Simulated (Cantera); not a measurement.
A freely propagating, adiabatic, planar premixed flame of 45.6 % H2, 9.12 % O2, 34.3 % N2, 10.9 % H2O, equivalence ratio 2.5, unburnt at 523 K and 120000 Pa; mixture-averaged transport, grid criteria slope 0.08 and curve 0.16, no radiation.

Model: the H2/O2 subset of GRI-Mech 3.0, which has no nitrogen chemistry, integrated in Cantera. Burning velocities carry a grid error of a few per cent, more on coarse grids.

**Question.** Predict: laminar burning velocity; thermal thickness; peak x(HO2); peak x(H2O2); peak x(O).

**Answer.** 
```json
{
 "laminar_burning_velocity": "519 cm/s",
 "thermal_thickness": "0.317 mm",
 "peak x(HO2)": "0.000448",
 "peak x(H2O2)": "2.87e-5",
 "peak x(O)": "0.00134"
}
```
